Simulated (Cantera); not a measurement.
A perfectly stirred reactor is fed with 8.28 % H2, 59.2 % O2, 32.5 % N2, equivalence ratio 0.070, at 13300 Pa; it is held at 1125 K, and followed from long to short residence time.

Computed with Cantera and the H2/O2 subset of GRI-Mech 3.0, which has no nitrogen chemistry. The temperature is held fixed by assumption; the heat of reaction is taken as removed at once.

### Question
Predict: x(H2) at τ = 0.650 s; x(O2) at τ = 0.650 s; x(H2O2) at τ = 0.650 s; x(O) at τ = 0.650 s; x(OH) at τ = 0.650 s; x(H2) at τ = 20.0 ms; x(O2) at τ = 20.0 ms; x(H2O2) at τ = 20.0 ms; x(O) at τ = 20.0 ms; x(OH) at τ = 20.0 ms.

### Answer
```json
{
 "x(H2) at τ = 0.650 s": "0.000200",
 "x(O2) at τ = 0.650 s": "0.574",
 "x(H2O2) at τ = 0.650 s": "4.91e-7",
 "x(O) at τ = 0.650 s": "0.000153",
 "x(OH) at τ = 0.650 s": "0.000234",
 "x(H2) at τ = 20.0 ms": "0.00158",
 "x(O2) at τ = 20.0 ms": "0.573",
 "x(H2O2) at τ = 20.0 ms": "1.35e-6",
 "x(O) at τ = 20.0 ms": "0.00138",
 "x(OH) at τ = 20.0 ms": "0.000833"
}
```
